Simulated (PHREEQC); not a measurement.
Solution (50 °C): 1.7 mmol/kgw CuCl2, 0.26 mmol/kgw HCl and 23 mmol/kgw KCl. Closed to the air; pH follows from the charge balance.

Computed with PHREEQC (ion-association model, wateq4f.dat).

Each row changes one thing in this solution. This is a speciation only: nothing precipitates in the calculation.

```tsv
case	pH	Cu+2 (mol/kgw)	CuCl+ (mol/kgw)	CuCl2 (mol/kgw)	CuOH+ (mol/kgw)	Cu2(OH)2+2 (mol/kgw)	SI of Tenorite (CuO)	SI of Atacamite (Cu2(OH)3Cl)
as made	3.65	0.00152	0.000180	2.32e-6	4.27e-8	1.09e-8	-2.55	-3.17
KCl left out	3.62	0.00166	3.67e-5	7.76e-8	5.46e-8	1.52e-8	-2.44	(withheld)
CuCl2 from 0.0017 to 0.0034 mol/kgw	3.65	0.00301	0.000385	5.44e-6	(withheld)	(withheld)	-2.27	-2.56
HCl from 0.00026 to 0.0013 mol/kgw	2.95	0.00151	0.000185	2.46e-6	8.47e-9	4.33e-10	-3.96	-5.26
diluted 2-fold with water	3.93	0.000795	5.47e-5	3.87e-7	4.81e-8	1.28e-8	-2.20	-3.03
HCl from 0.00026 to 0.00039 mol/kgw	3.47	0.00152	0.000180	2.34e-6	(withheld)	4.85e-9	-2.91	-3.70
CuCl2 from 0.0017 to 0.00153 mol/kgw	3.64	0.00137	0.000161	2.05e-6	3.85e-8	8.88e-9	-2.60	-3.27
```

Question: Some entries are withheld; supply them.

Answer: 
- KCl left out, SI of Atacamite (Cu2(OH)3Cl): -3.74
- CuCl2 from 0.0017 to 0.0034 mol/kgw, CuOH+ (mol/kgw): 8.31e-8
- CuCl2 from 0.0017 to 0.0034 mol/kgw, Cu2(OH)2+2 (mol/kgw): 4.22e-8
- HCl from 0.00026 to 0.00039 mol/kgw, CuOH+ (mol/kgw): 2.84e-8

Away from 25 °C the constants follow the database's enthalpies or fits; those with neither stay at their 25 °C values.
